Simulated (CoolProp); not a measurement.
n-heptane along the isobar 173 kPa: Z from the reference equation and from simpler models built on Tc = 268.1 °C, pc = 2774 kPa, ω = 0.349; each cubic takes its own stable root.

Computed with CoolProp (reference Helmholtz-energy equation of state, Span 2003). It is a short technical equation, of lower accuracy than the large ones.

| T (°C) | phase | reference |
|---|---|---|
| 168.55 | gas | 0.9524 |
| 182.45 | gas | 0.9577 |
| 196.45 | gas | 0.9623 |
| 210.35 | gas | 0.9662 |
| 224.35 | gas | 0.9696 |
| 238.25 | gas | 0.9726 |
| 252.25 | gas | 0.9752 |
| 266.15 | gas | 0.9775 |
| 280.15 | gas | 0.9796 |
| 294.05 | gas | 0.9814 |

Q: How far does each simpler model (Pitzer virial, van der Waals, Redlich-Kwong, Soave-Redlich-Kwong, Peng-Robinson) lie from the reference over these 10 states: mean and median of the absolute difference, and the worst?

A: 
- Pitzer virial: mean 0.1 %, median 0.1 %, worst +0.2 % at 168.55 °C and 173 kPa
- van der Waals: mean 0.8 %, median 0.7 %, worst +1.8 % at 168.55 °C and 173 kPa
- Redlich-Kwong: mean 0.3 %, median 0.2 %, worst +0.9 % at 168.55 °C and 173 kPa
- Soave-Redlich-Kwong: mean 0.2 %, median 0.1 %, worst +0.5 % at 168.55 °C and 173 kPa
- Peng-Robinson: mean 0.1 %, median 0.2 %, worst -0.2 % at 294.05 °C and 173 kPa
